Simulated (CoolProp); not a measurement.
Properties of neopentane along the isotherm 261.6 K.

The numbers come from the reference Helmholtz-energy equation of state, Lemmon 2006 in CoolProp. It is a short technical equation, of lower accuracy than the large ones.

```
p (MPa)   phase  cv (kJ/(kg K))  speed of sound (m/s)  Joule-Thomson coefficient (K/MPa)
-------  ------  --------------  --------------------  ---------------------------------
1.07     liquid           1.562                  1045                            -0.4452
2.13     liquid           1.562                     ?                                  ?
3.2      liquid               ?                     ?                            -0.4538
```

Q: Fill in the missing entries.

A: 
- 2.13, speed of sound (m/s): 1054
- 2.13, Joule-Thomson coefficient (K/MPa): -0.4496
- 3.2, cv (kJ/(kg K)): 1.563
- 3.2, speed of sound (m/s): 1064
